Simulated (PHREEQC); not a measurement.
A made-up water analysis in mmol/kgw, 25 °C, pH 7.2: Na 131; K 0.165; Ca 2.82; Mg 46.8; Cl 215; S(6) 9.36; Alkalinity (meq/kgw) 1.24.

Valence states are taken as typed.

Equilibrium calculation in PHREEQC: Pitzer model, pitzer.dat.

The ionic strength comes out as 0.292 mol/kgw and the activity of water is 0.994. The specific conductance comes out as 21400 µS/cm. The density is 1.007 g/cm³ and the osmotic coefficient comes out as 0.890. The charge-balance error is -1.0 %.

```json
[
 {"species": "Cl-", "molality": "0.215", "activity": "0.148", "log γ": "-0.162"},
 {"species": "Na+", "molality": "0.131", "activity": "0.0968", "log γ": "-0.131"},
 {"species": "Mg+2", "molality": "0.0468", "activity": "0.0137", "log γ": "-0.533"},
 {"species": "SO4-2", "molality": "0.00936", "activity": "0.00139", "log γ": "-0.829"},
 {"species": "Ca+2", "molality": "0.00282", "activity": "0.000777", "log γ": "-0.560"},
 {"species": "HCO3-", "molality": "0.00122", "activity": "0.000842", "log γ": "-0.160"},
 {"species": "K+", "molality": "0.000165", "activity": "0.000117", "log γ": "-0.148"},
 {"species": "CO2", "molality": "0.000113", "activity": "0.000117", "log γ": "0.017"},
 {"species": "MgCO3", "molality": "7.11e-6", "activity": "7.11e-6", "log γ": "0.000"},
 {"species": "CO3-2", "molality": "4.24e-6", "activity": "6.11e-7", "log γ": "-0.841"},
 {"species": "MgOH+", "molality": "3.69e-7", "activity": "3.36e-7", "log γ": "-0.042"}
]
```

No solid was allowed to form.
